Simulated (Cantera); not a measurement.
Mixture: CH4 : CO : O2 : N2 : H2O = 1 : 1.1 : 6.22 : 23.4 : 4.8 (molar parts), at 3750 Torr, adiabatic and at constant volume. Ignition delay is the time to a rise of 400 K.

Cantera simulation using GRI-Mech 3.0 (53 species, 325 reactions); the numbers are that mechanism's predictions, not measurements.

Q: What does this change do: constant pressure in place of constant volume?

A: 
```tsv
quantity	before	after
delay at 1300 K	2.02 ms	2.09 ms
delay at 1400 K	0.649 ms	0.676 ms
delay at 1500 K	0.239 ms	0.251 ms
delay at 1600 K	99.2 µs	0.105 ms
delay at 1700 K	46.0 µs	50.1 µs
delay at 1800 K	23.9 µs	27.2 µs
delay at 1900 K	13.9 µs	16.8 µs
apparent activation energy between 1700 and 1900 K	160 kJ/mol	150 kJ/mol
```

Q: What does this change do: pressure from 3750 Torr to 760 Torr?

A: 
| quantity | before | after |
|---|---|---|
| delay at 1300 K | 2.02 ms | 7.09 ms |
| delay at 1400 K | 0.649 ms | 2.21 ms |
| delay at 1500 K | 0.239 ms | 0.823 ms |
| delay at 1600 K | 99.2 µs | 0.362 ms |
| delay at 1700 K | 46.0 µs | 0.184 ms |
| delay at 1800 K | 23.9 µs | 0.106 ms |
| delay at 1900 K | 13.9 µs | 70.3 µs |
| apparent activation energy between 1700 and 1900 K | 160 kJ/mol | 130 kJ/mol |
